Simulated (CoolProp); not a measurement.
Ethane along the isotherm -76.15 °C: Z from the reference equation and from simpler models built on Tc = 32.2 °C, pc = 48.72 bar, ω = 0.099; each cubic takes its own stable root.

Values from CoolProp's reference Helmholtz-energy equation of state, Bücker 2006.

| p (bar) | phase | reference |
|---|---|---|
| 0.231 | gas | 0.9940 |
| 0.526 | gas | 0.9861 |
| 1.2 | gas | 0.9675 |
| 2.72 | liquid | 0.009457 |
| 6.2 | liquid | 0.02154 |
| 14.1 | liquid | 0.04890 |
| 32.1 | liquid | 0.1109 |
| 73.1 | liquid | 0.2505 |

**Question.** How far does each simpler model (van der Waals, Redlich-Kwong, Soave-Redlich-Kwong) lie from the reference over these 8 states: mean and median of the absolute difference, and the worst?

**Answer.** 
- van der Waals: mean 1765.2 %, median 50.9 %, worst +9967.7 % at -76.15 °C and 2.72 bar
- Redlich-Kwong: mean 2.9 %, median 4.2 %, worst +4.7 % at -76.15 °C and 2.72 bar
- Soave-Redlich-Kwong: mean 2.5 %, median 3.6 %, worst +4.1 % at -76.15 °C and 2.72 bar

At some of these states van der Waals gives the other phase, because its saturation line lies elsewhere.
